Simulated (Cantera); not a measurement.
Feed: 1 mol SiH₂Cl₂, 0.09 mol HCl, 85 mol N₂, held at 1798 K and 1.30 bar.

Equilibrium computed with Cantera from the NASA thermochemical tables; the gas is ideal and each condensed phase is pure. Candidate condensed phases: NH₄Cl, Si, Si₃N₄; 28 gas species. The tables' values for SiCl₃ are old estimates; treat these amounts as uncertain. The numbers say what is thermodynamically allowed, not how fast it happens.

Base state: N₂ 0.976, HCl 0.0139, H₂ 0.00509, SiCl₂ 0.00419, SiCl₃ 0.000474, SiCl₄ 8.67e-5, Cl 4.61e-5, H 2.20e-5 (mole fractions); condensed: Si₃N₄(s).

Q: What changes in the equilibrium state with this change: SiH₂Cl₂ replaced by Si₃H₈?

A: 
| species | before | after |
|---|---|---|
| N₂ | 0.976 | 0.953 |
| H₂ | 0.00509 | 0.0459 |
| HCl | 0.0139 | 0.00103 |
| SiCl₂ | 0.00419 | 2.58e-6 |
| SiCl₄ | 8.67e-5 | <1e-9 |
| SiCl₃ | 0.000474 | 7.17e-9 |
| Cl | 4.61e-5 | 1.13e-6 |
| H | 2.20e-5 | 6.62e-5 |
| Si₃N₄(s), mol | 0.196 | 1.000 |
The feed counts by its element totals alone.

Q: What changes in the equilibrium state with this change: temperature from 1798 K to 1075 K?

A: 
| species | before | after |
|---|---|---|
| N₂ | 0.976 | 0.978 |
| HCl | 0.0139 | 0.0171 |
| H₂ | 0.00509 | 0.00352 |
| SiCl₂ | 0.00419 | 7.20e-8 |
| SiCl₄ | 8.67e-5 | 0.00176 |
| H | 2.20e-5 | <1e-9 |
| Cl | 4.61e-5 | 3.36e-9 |
| SiCl₃ | 0.000474 | 2.83e-6 |
| Si₃N₄(s), mol | 0.196 | 0.283 |
N₂ is the only nitrogen source here; it is nearly inert below about 1500 K, so the nitride shown seldom forms there in practice.

Q: What changes in the equilibrium state with this change: temperature from 1798 K to 1098 K?

A: 
```tsv
species	before	after
N₂	0.976	0.978
HCl	0.0139	0.0173
H₂	0.00509	0.00347
SiCl₂	0.00419	1.38e-7
SiCl₄	8.67e-5	0.00173
H	2.20e-5	1.28e-9
Cl	4.61e-5	5.70e-9
SiCl₃	0.000474	4.12e-6
Si₃N₄(s), mol	0.196	0.283
```
N₂ is the only nitrogen source here; it is nearly inert below about 1500 K, so the nitride shown seldom forms there in practice.
